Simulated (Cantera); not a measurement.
**Equilibrium for carbothermic reduction: Cu₂O + C + H₂**

Charge: 1 mol Cu₂O, 7.2 mol C, 8.6 mol H₂, held at 100 Torr.

Method: chemical equilibrium by Gibbs-energy minimisation in Cantera with the NASA 1993 tables (ideal gas, pure condensed phases). Candidate condensed phases: C, C₆H₆, C₇H₈, C₈H₁₈, Cu, CuO, Cu(OH)₂, Cu₂O, H₂O; 113 gas species. Rates play no part.

```csv
T (K),log p H₂,log p CO,log p CH₄,log p Cu,log p H₂O,log p H,log p CO₂,n C(graphite),n Cu(s),n Cu(l)
975,-0.93,-1.89,-2.76,-11.25,-3.04,-9.41,-3.79,6.15,2.00,0
1075,-0.93,-1.86,-3.20,-9.59,-3.69,-8.30,-4.59,6.17,2.00,0
1175,-0.92,-1.86,-3.57,-8.22,-4.24,-7.37,-5.28,6.18,2.00,0
1275,-0.92,-1.86,-3.88,-7.06,-4.71,-6.59,-5.87,6.19,2.00,0
1375,-0.92,-1.86,-4.15,-6.08,-5.12,-5.93,-6.37,6.20,0,2.00
1475,-0.92,-1.86,-4.38,-5.27,-5.47,-5.35,-6.80,6.20,0,2.00
1575,-0.92,-1.86,-4.59,-4.56,-5.77,-4.84,-7.17,6.20,0,2.00
1675,-0.92,-1.86,-4.77,-3.94,-6.04,-4.40,-7.49,6.20,0,1.99
1775,-0.92,-1.86,-4.93,-3.39,-6.27,-4.00,-7.78,6.20,0,1.97
1875,-0.93,-1.86,-5.07,-2.91,-6.49,-3.65,-8.04,6.19,0,1.91
```
log p: log10 of the partial pressure in bar; n: condensed amount in mol.

From 975 K to 1275 K the condensed part is C(graphite) + Cu(s). From 1375 K to 1875 K the condensed part is C(graphite) + Cu(l).
